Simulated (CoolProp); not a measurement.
A Linde-Hampson liquefier for carbon monoxide: isothermal reversible compression at 230 K from 1 atm to 25 MPa, throttling to 1 atm, return gas leaving the recuperator 5 K below the feed. Each further row changes one setting.

Model: reference Helmholtz-energy equation of state, Lemmon 2006, in CoolProp. It is a short technical equation, of lower accuracy than the large ones.

```json
[
 {"case": "as stated", "liquid yield per pass": "0.185", "compression work (kJ/kg of gas)": "363"},
 {"case": "high pressure 50 MPa", "liquid yield per pass": "0.190", "compression work (kJ/kg of gas)": "419"},
 {"case": "warm-end temperature 260 K", "liquid yield per pass": "0.131", "compression work (kJ/kg of gas)": "419"},
 {"case": "warm-end gap 10 K", "liquid yield per pass": "0.173", "compression work (kJ/kg of gas)": "363"}
]
```
